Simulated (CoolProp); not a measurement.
A simple Rankine cycle with n-perfluorohexane: condensing at 306.15 K, boiler at 0.392 MPa, turbine inlet 449 K, turbine efficiency 0.6, pump efficiency 0.7, no recuperator. Each further row changes one setting.

Computed with CoolProp (reference Helmholtz-energy equation of state, Gao 2022).

```json
[
 {"case": "as stated", "thermal efficiency (%)": "6.2", "net work (kJ/kg)": "13.7", "heat in (kJ/kg)": "220", "turbine exit temperature (K)": "432.0", "volume ratio over the turbine": "[?]"},
 {"case": "condensing temperature 298.15 K", "thermal efficiency (%)": "6.9", "net work (kJ/kg)": "15.7", "heat in (kJ/kg)": "229", "turbine exit temperature (K)": "429.8", "volume ratio over the turbine": "13.8"},
 {"case": "boiler pressure 0.274 MPa", "thermal efficiency (%)": "[?]", "net work (kJ/kg)": "11.7", "heat in (kJ/kg)": "221", "turbine exit temperature (K)": "435.2", "volume ratio over the turbine": "6.76"},
 {"case": "turbine efficiency 0.5", "thermal efficiency (%)": "5.1", "net work (kJ/kg)": "[?]", "heat in (kJ/kg)": "220", "turbine exit temperature (K)": "[?]", "volume ratio over the turbine": "9.93"}
]
```

Task: Fill in the missing entries.

Result: 
- as stated, volume ratio over the turbine: 9.87
- boiler pressure 0.274 MPa, thermal efficiency (%): 5.3
- turbine efficiency 0.5, net work (kJ/kg): 11.3
- turbine efficiency 0.5, turbine exit temperature (K): 434.4
